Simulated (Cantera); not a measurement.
Input: 1 mol SiC, 4.9 mol N2O, 330 mol N2, equilibrated at 1175 °C and 1 atm.

Method: chemical equilibrium by Gibbs-energy minimisation in Cantera with the NASA 1993 tables (ideal gas, pure condensed phases). Candidate condensed phases: C, Si, SiC, SiO2, Si2N2O, Si3N4; 34 gas species. The tables hold silica as quartz up to 1696 K and as liquid above; real silica turns to tridymite and cristobalite and melts near 1996 K. The numbers say what is thermodynamically allowed, not how fast it happens.

Base state: N2 0.996, CO2 0.00297, O2 0.00130, NO 8.31e-5 (mole fractions); condensed: SiO2(β-quartz).

Problem. What changes in the equilibrium state with this change: N2O from 4.9 to 0.21 mol?

Solution. 
```tsv
species	before	after
N2	0.996	1.000
CO	1.79e-7	3.45e-5
CO2	0.00297	<1e-9
O2	0.00130	<1e-9
NO	8.31e-5	<1e-9
SiO2(β-quartz), mol	1.00	0
C(graphite), mol	0	0.989
Si2N2O(s), mol	0	0.199
Si3N4(s), mol	0	0.201
```
Mutual solubility and eutectic melting of coexisting phases are not modelled.
